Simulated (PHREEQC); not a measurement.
0.29 g of hydrous ferric oxide (600 m²/g; 0.2 weak and 0.005 strong sites per Fe, Dzombak-Morel constants, diffuse double layer) in 1 kg of water with 0.001 mol/kgw of an inert sodium salt and 0.0049 mmol/kgw CaCl2 and 0.0036 mmol/kgw Na2HAsO4, at 25 °C; the pH is set by adding NaOH or the inert anion's acid. Oxygen alone is held at its pressure in air (log pO2 = -0.68). No CO2 enters from the air. No solid was allowed to form.

Base run: PHREEQC, ion-association model, wateq4f.dat. Each further column changes one thing. The table gives Ca sorbed (%).

| pH | base | no electrostatic term (-no_edl) | background salt from 0.001 to 0.0001 mol/kgw | oxide from 0.29 to 1.4 g/kgw | 0.0011 mol/kgw Na2SeO4 added |
|---|---|---|---|---|---|
| 3 | 0.0 | 0.0 | 0.0 | 0.0 | 0.0 |
| 3.5 | 0.0 | 0.0 | 0.0 | 0.0 | 0.0 |
| 4 | 0.0 | 0.1 | 0.0 | 0.0 | 0.0 |
| 5 | 0.0 | 0.7 | 0.0 | 0.0 | 0.0 |
| 5.5 | 0.0 | 2.0 | 0.0 | 0.0 | 0.1 |
| 6 | 0.0 | (withheld) | 0.0 | 0.0 | 0.3 |
| 6.5 | 0.1 | 14.8 | 0.1 | 0.4 | 1.0 |
| 7.5 | 7.2 | 41.5 | 7.5 | 25.4 | 10.2 |
| 8 | 39.3 | 48.2 | 41.2 | 75.6 | (withheld) |
| 8.5 | 83.7 | 49.5 | (withheld) | 96.7 | 81.5 |
| 9 | 97.9 | 47.4 | 98.2 | 99.6 | 97.3 |
| 10 | 100.0 | 41.3 | 100.0 | 100.0 | 100.0 |
| 10.5 | 100.0 | 39.8 | 100.0 | 100.0 | 100.0 |
| 11 | 100.0 | (withheld) | 100.0 | 100.0 | 100.0 |

Some entries are withheld; supply them.


- 6, no electrostatic term (-no_edl): 5.8
- 8, 0.0011 mol/kgw Na2SeO4 added: 38.5
- 8.5, background salt from 0.001 to 0.0001 mol/kgw: 85.2
- 11, no electrostatic term (-no_edl): 38.4

The database has no arsenate complexes of Ca. The oxide is taken as insoluble; below pH 4 it would dissolve.
